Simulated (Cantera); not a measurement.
# N2O furnace oxynitridation

A perfectly stirred reactor is fed with 94.6 % N2O, 5.39 % O2, at 2600 Pa; it is held at 1425 K, and followed from long to short residence time.

Model: GRI-Mech 3.0 (53 species, 325 reactions), integrated in Cantera. GRI-Mech 3.0 was tuned for natural gas; its chemistry of N2O as a main component is partial and can be far from experiment. Radical loss at walls, strong at low pressure, is not modelled. The temperature is held fixed by assumption; the heat of reaction is taken as removed at once.

```csv
τ (s),x N2O,x O2,x N2,x O,x NO,x NO2
4.1,0.213,0.238,0.446,3.30e-5,0.103,3.46e-5
1.9,0.364,0.200,0.354,3.33e-5,0.0825,2.54e-5
0.86,0.548,0.153,0.242,3.35e-5,0.0565,1.55e-5
0.39,0.712,0.113,0.143,3.35e-5,0.0333,8.02e-6
0.18,0.821,0.0852,0.0760,3.36e-5,0.0178,3.68e-6
0.082,0.885,0.0692,0.0373,3.35e-5,0.00872,1.47e-6
0.038,0.917,0.0613,0.0179,3.35e-5,0.00418,5.24e-7
0.017,0.933,0.0573,0.00813,3.34e-5,0.00190,1.51e-7
0.0079,0.940,0.0555,0.00379,3.31e-5,0.000880,3.96e-8
0.0036,0.943,0.0546,0.00172,3.25e-5,0.000395,8.94e-9
0.0017,0.945,0.0542,0.000801,3.13e-5,0.000180,1.97e-9
```
x: mole fraction; the columns are a selection and need not sum to one.
